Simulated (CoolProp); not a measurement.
Saturation properties of tetrahydrofuran.

The numbers come from the reference Helmholtz-energy equation of state, Fiedler 2023 in CoolProp.

```
T (K)  p (MPa)  liquid density (kg/m³)  vapour density (kg/m³)  enthalpy of vaporisation (kJ/kg)
-----  -------  ----------------------  ----------------------  --------------------------------
316.5  0.04582                   861.5                   1.275                             432.8
324.4  0.06139                   852.6                     [?]                             427.1
332.4  0.08119                     [?]                   2.170                             421.3
340.4   0.1057                   834.2                   2.775                             415.4
348.4   0.1358                   824.8                   3.503                             409.3
356.3   0.1717                   815.4                   4.360                             403.2
364.3      [?]                   805.8                   5.384                               [?]
372.3   0.2664                   796.0                   6.585                             390.3
380.3   0.3267                   786.0                   7.984                             383.6
388.2   0.3960                   775.9                   9.582                             376.7
396.2   0.4769                   765.5                   11.45                             369.5
404.2   0.5697                   754.9                   13.58                             362.0
412.2   0.6755                     [?]                   16.02                             354.2
420.2   0.7953                   732.8                   18.81                             346.1
428.1   0.9284                   721.4                   21.93                             337.6
```

**Question.** Complete the blanks.

**Answer.** 
- 324.4, vapour density (kg/m³): 1.673
- 332.4, liquid density (kg/m³): 843.5
- 364.3, p (MPa): 0.2150
- 364.3, enthalpy of vaporisation (kJ/kg): 396.9
- 412.2, liquid density (kg/m³): 744.0

It boils at 339.1 K under 1 atm.
